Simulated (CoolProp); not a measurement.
n-heptane at 298.15 K and 0.00496 MPa is compressed adiabatically to 0.0118 MPa with isentropic efficiency 0.9. Each further row changes one setting.

Model: reference Helmholtz-energy equation of state, Span 2003, in CoolProp. It is a short technical equation, of lower accuracy than the large ones.

```tsv
case	work (kJ/kg)	final temperature (K)	final phase	final density (kg/m³)
as stated	24.1	(withheld)	gas	0.460
efficiency 1	(withheld)	(withheld)	(withheld)	(withheld)
efficiency 0.65	(withheld)	(withheld)	gas	0.452
```

**Question.** Fill in the missing entries.

**Answer.** 
- as stated, final temperature (K): 312.9
- efficiency 1, work (kJ/kg): 21.7
- efficiency 1, final temperature (K): 312.2
- efficiency 1, final phase: two-phase, vapour fraction 0.997
- efficiency 1, final density (kg/m³): 0.462
- efficiency 0.65, work (kJ/kg): 33.4
- efficiency 0.65, final temperature (K): 318.2
